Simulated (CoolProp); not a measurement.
The numbers come from the reference Helmholtz-energy equation of state, Bücker 2006 in CoolProp.

**Question.** For n-butane, give the phase and the viscosity (µPa s) at 73.05 °C and 101 kPa; 130.25 °C and 101 kPa.

**Answer.** 
- 73.05 °C and 101 kPa: gas; viscosity 8.60
- 130.25 °C and 101 kPa: gas; viscosity 9.98

Viscosity comes from a separate model (Vogel 1999).
